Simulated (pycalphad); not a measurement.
Effect of Si content in Y-Si

Source of the numbers: pycalphad with the COST 507 light-alloy database (1999); pressure 1 atm. The data set is of 1999 and partly superseded. Phase fractions are per mole of atoms. Diffusion is slow at the low end, where real alloys seldom reach equilibrium.

Q: One of these alloys has its liquidus at 2068 K, its solidus at 1528 K, and holds SI3Y5 0.71, hcp 0.29 at 650 K. Which?
(A) Y-17.86Si (at.%)
(B) Y-8.93Si (at.%)
(C) Y-4.47Si (at.%)
(D) Y-26.79Si (at.%)

A: D, Y-26.79Si (at.%). The others: Y-4.47Si (at.%), liquidus 1677, solidus 1528; Y-8.93Si (at.%), liquidus 1539, solidus 1528; Y-17.86Si (at.%), liquidus 1885, solidus 1528

Database names, with the compositions (at.%) that they take in these runs: SI3Y5: Y 62 Si 37.
